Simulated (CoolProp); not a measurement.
A single-stage vapour-compression cycle with the fluid: evaporating at 197.15 K (dew point), condensing at 229.15 K (bubble point), superheat 2 K, subcooling 8 K, compressor efficiency 0.9, no pressure losses. The same conditions are run with several fluids, on thermodynamics alone (safety and materials aside).

Computed with CoolProp (reference Helmholtz-energy equation of state of each fluid (R143a: Lemmon and Jacobsen 2000; ethylene: Smukala 2000; R125: Lemmon 2005; CH3F (R41): Lemmon 2006; ethane: Bücker 2006; hydrogen sulfide: Lemmon 2006)).

```csv
fluid,cooling COP,pressure ratio,discharge temperature (K),refrigerating effect (kJ/kg),volumetric capacity (kJ/m³)
R143a,5.14,5.74,255.7,216,229
ethylene,4.81,3.18,266.9,378,2830
R125,5.15,6.05,246.8,154,230
CH3F (R41),4.88,4.29,287.5,436,1080
ethane,5.00,3.57,260.6,413,1510
hydrogen sulfide,4.85,5.10,308.7,518,459
```
